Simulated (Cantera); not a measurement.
Charge: 1 mol SiH4, 76 mol N2, equilibrated at 1727 °C and 133 Pa.

These are equilibrium values from Cantera (NASA tables, ideal gas, pure condensed phases), not measurements of a reactor. Candidate condensed phases: Si, Si3N4; 18 gas species. The tables' values for SiN are old estimates; treat these amounts as uncertain. Equilibrium is a limit: real reactors are often held back by kinetics, nucleation or transport.

Base state: N2 0.959, H2 0.0219, Si 0.0122, H 0.00659, SiN 0.000114, Si2N 5.61e-5, Si2 4.76e-5, SiH 4.49e-5 (mole fractions); condensed: gas only.

Task: What changes in the equilibrium state with this change: temperature from 1727 °C to 1025 °C?

Result: 
| species | before | after |
|---|---|---|
| N2 | 0.959 | 0.974 |
| H2 | 0.0219 | 0.0259 |
| H | 0.00659 | 4.72e-6 |
| Si | 0.0122 | <1e-9 |
| SiN | 0.000114 | <1e-9 |
| Si2N | 5.61e-5 | <1e-9 |
| Si2 | 4.76e-5 | <1e-9 |
| Si3N4(s), mol | 0 | 0.333 |
N2 is the only nitrogen source here; it is nearly inert below about 1500 K, so the nitride shown seldom forms there in practice.
